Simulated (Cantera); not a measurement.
Cantera run, input and output.

```python
import numpy as np
import cantera as ct

gas = ct.Solution("gri30.yaml")
gas.TPX = 1973, 2666, {'C2H6': 1, 'N2': 180}
inlet = ct.Reservoir(gas, clone=True)

reactor = ct.IdealGasConstPressureReactor(gas, energy="off", clone=False)
exhaust = ct.Reservoir(gas, clone=True)
tau = [0.52, 0.13, 0.032, 0.0078, 0.0019, 0.00047, 0.00012][0]
for a, b in ((inlet, reactor), (reactor, exhaust)):
    ct.MassFlowController(a, b, mdot=lambda t: reactor.mass / tau)
net = ct.ReactorNet([reactor])
show = ['C2H6', 'CH4', 'H', 'C2H4', 'H2', 'HCN']

rows = []
print(f"{'tau/s':>10s}{'T/K':>9s}" + "".join(f"{s:>11s}" for s in show))
for tau in [0.52, 0.13, 0.032, 0.0078, 0.0019, 0.00047, 0.00012]:
    net.initial_time = 0.0
    net.advance(30 * tau)
    before = gas.X
    net.advance(40 * tau)
    drift = np.max(np.abs(gas.X - before) / (gas.X + 1e-9))
    rows.append([gas.T, *gas[show].X, drift])
    print(f"{tau:10.3e}{gas.T:9.1f}" + "".join(f"{x:11.3e}" for x in gas[show].X))
```

It prints:

```
     tau/s      T/K       C2H6        CH4          H       C2H4         H2        HCN
 5.200e-01   1973.0  6.756e-07  1.405e-04  4.072e-04  5.927e-06  1.039e-02  1.397e-03
 1.300e-01   1973.0  2.681e-06  2.713e-04  4.354e-04  2.414e-05  1.003e-02  7.232e-04
 3.200e-02   1973.0  1.063e-05  4.395e-04  5.118e-04  8.575e-05  9.402e-03  3.826e-04
 7.800e-03   1973.0  4.171e-05  5.965e-04  6.399e-04  2.659e-04  8.317e-03  2.012e-04
 1.900e-03   1973.0  1.605e-04  6.372e-04  7.838e-04  6.864e-04  6.441e-03  9.687e-05
 4.700e-04   1973.0  5.915e-04  4.311e-04  8.048e-04  1.202e-03  3.593e-03  3.543e-05
 1.200e-04   1973.0  1.871e-03  1.377e-04  4.911e-04  8.135e-04  9.435e-04  5.202e-06
```

Cantera simulation using GRI-Mech 3.0 (53 species, 325 reactions); the numbers are that mechanism's predictions, not measurements. GRI-Mech 3.0 stops at C3 and has no aromatics, soot or wall deposition, so with more carbon than oxygen in the feed, carbon stays in small species such as C2H2 where larger ones or solid carbon would form. Radical loss at walls, strong at low pressure, is not modelled.
